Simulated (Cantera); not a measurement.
## Gas activation for diamond growth

An isothermal, constant-pressure homogeneous reactor starts with 1.07 % CH₄, 97.6 % H₂, 1.37 % H, at 2375 K and 100.0 Torr.

Model: GRI-Mech 3.0 (53 species, 325 reactions), integrated in Cantera. GRI-Mech 3.0 stops at C3 and has no aromatics, soot or wall deposition, so with more carbon than oxygen in the feed, carbon stays in small species such as C2H2 where larger ones or solid carbon would form.

```tsv
t (s)	x CH₄	x H₂	x H	x C₂H₆	x C₂H₄
5.00e-6	0.00873	0.977	0.0119	5.79e-7	7.25e-6
1.40e-5	0.00861	0.977	0.0122	6.38e-7	2.15e-5
3.91e-5	0.00833	0.976	0.0130	6.45e-7	2.99e-5
0.000109	0.00753	0.975	0.0151	6.21e-7	3.13e-5
0.000306	0.00554	0.972	0.0190	4.26e-7	2.51e-5
0.000857	0.00249	0.969	0.0237	1.07e-7	8.39e-6
0.00240	0.000684	0.966	0.0283	9.48e-9	1.71e-6
0.00671	0.000165	0.962	0.0325	6.21e-10	9.20e-7
0.0188	4.48e-5	0.959	0.0362	5.18e-11	8.03e-7
0.0525	2.23e-5	0.957	0.0379	1.44e-11	7.70e-7
0.147	2.10e-5	0.957	0.0381	1.30e-11	7.67e-7
0.411	2.10e-5	0.957	0.0381	1.30e-11	7.67e-7
1.15	2.10e-5	0.957	0.0381	1.30e-11	7.67e-7
3.22	2.10e-5	0.957	0.0381	1.30e-11	7.67e-7
9.00	2.10e-5	0.957	0.0381	1.30e-11	7.67e-7
```
x: mole fraction; the columns are a selection and need not sum to one.

Equilibrium at this temperature and pressure: CH₄ 2.12e-5, H₂ 0.957, H 0.0381, C₂H₆ 1.32e-11, C₂H₄ 7.67e-7 (gas phase only).
